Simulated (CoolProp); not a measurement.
Vapour pressure (MPa) of fluorine: the reference equation beside estimates from Tc = -128.7 °C, pc = 5.240 MPa, ω = 0.045. Clausius-Clapeyron is anchored at -145.75 °C with a constant enthalpy of vaporisation of 4.230 kJ/mol.

Computed with CoolProp (reference Helmholtz-energy equation of state, de Reuck 1990).

| T (°C) | reference | Lee-Kesler | Clausius-Clapeyron | van der Waals | Redlich-Kwong | Soave-Redlich-Kwong |
|---|---|---|---|---|---|---|
| -162.25 | 0.9434 | 0.9520 | 1.334 | 1.658 | 0.9562 | 0.9575 |
| -159.85 | 1.100 | 1.109 | 1.471 | 1.834 | 1.120 | 1.117 |
| -157.55 | 1.266 | 1.275 | 1.608 | 2.014 | 1.294 | 1.287 |
| -155.15 | 1.459 | 1.468 | 1.759 | 2.213 | 1.495 | 1.483 |
| -152.75 | 1.671 | 1.680 | 1.916 | 2.425 | 1.716 | 1.699 |
| -150.45 | 1.895 | 1.903 | 2.074 | 2.638 | 1.948 | 1.927 |
| -148.05 | 2.150 | 2.158 | 2.246 | 2.874 | 2.211 | 2.187 |
| -145.75 | 2.417 | 2.424 | 2.417 | 3.111 | 2.486 | 2.458 |
| -143.35 | 2.721 | 2.727 | 2.602 | 3.371 | 2.795 | 2.766 |
| -141.05 | 3.037 | 3.043 | 2.786 | 3.632 | 3.115 | 3.085 |
| -138.65 | 3.395 | 3.401 | 2.984 | 3.918 | 3.473 | 3.444 |
| -136.35 | 3.767 | 3.773 | 3.180 | 4.204 | 3.841 | 3.815 |
| -133.95 | 4.188 | 4.194 | 3.391 | 4.515 | 4.252 | 4.230 |
| -131.65 | 4.625 | 4.632 | 3.599 | 4.827 | 4.671 | 4.657 |

Absolute difference from the reference over all 14 rows, mean and median: Lee-Kesler 0.4 and 0.3 %, Clausius-Clapeyron 16.6 and 15.1 %, van der Waals 34.5 and 31.2 %, Redlich-Kwong 2.2 and 2.4 %, Soave-Redlich-Kwong 1.5 and 1.6 %.
